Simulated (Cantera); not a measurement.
An isothermal, constant-pressure homogeneous reactor starts with H2 : O2 : N2 = 0.69 : 0.3 : 6.3 (molar parts), equivalence ratio 1.1, at 1350 K and 100.0 Torr.

Computed with Cantera and the H2/O2 subset of GRI-Mech 3.0, which has no nitrogen chemistry. The temperature is held fixed by assumption; the heat of reaction is taken as removed at once.

One state of this run: x H2 = 0.0129; x O2 = 2.51e-9; x O = 7.58e-10; x H = 9.83e-6; x HO2 = <1e-12; x OH = 1.06e-6; x H2O2 = 1.60e-12. x: mole fraction; the columns are a selection and need not sum to one.

**Question.** Which value of t (s) does it belong to?
A. 13.8
B. 0.237
C. 70.0
D. 31.1

**Answer.** A, 13.8
